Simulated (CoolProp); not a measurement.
Computed with CoolProp (reference Helmholtz-energy equation of state, Lemmon 2006). It is a short technical equation, of lower accuracy than the large ones.

Task: Give the vapour pressure (MPa), liquid density (kg/m³), vapour density (kg/m³), enthalpy of vaporisation (kJ/kg) of saturated CH3F (R41) at 251.8, 272.2, 292.5 K.

Result: 
| T (K) | p (MPa) | liquid density (kg/m³) | vapour density (kg/m³) | enthalpy of vaporisation (kJ/kg) |
|---|---|---|---|---|
| 251.8 | 1.09 | 745 | 21.8 | 388 |
| 272.2 | 1.99 | 682 | 41.4 | 336 |
| 292.5 | 3.34 | 602 | 77.8 | 264 |
